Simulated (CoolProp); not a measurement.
Vapour-liquid equilibrium of carbon dioxide (1) + R142b (2) at 248.1 K; x and y are mole fractions of (1).

Computed with CoolProp (multi-fluid Helmholtz-energy mixture model, Span 1996 and Lemmon 2006; pair parameters Bell 2016).

```tsv
x	bubble pressure (bar)	y at the bubble point	dew pressure at overall composition x (bar)	liquid density (mol/L)
0.05	1.156	0.575	0.5323	12.57
0.15	2.644	0.827	0.5937	13.32
0.25	4.290	0.902	0.6707	14.13
0.35	5.992	0.936	0.7704	15.02
0.45	7.674	0.955	0.9047	16.00
0.55	9.300	0.968	1.095	17.09
0.65	10.88	0.976	1.388	18.31
0.75	12.44	0.984	1.896	19.67
0.85	14.07	0.990	2.994	21.21
0.95	15.83	0.997	7.131	22.98
```

No azeotrope shows between x = 0.05 and 0.95.

Pair parameters are fitted to limited data, so mixtures are less certain than the pure fluids.
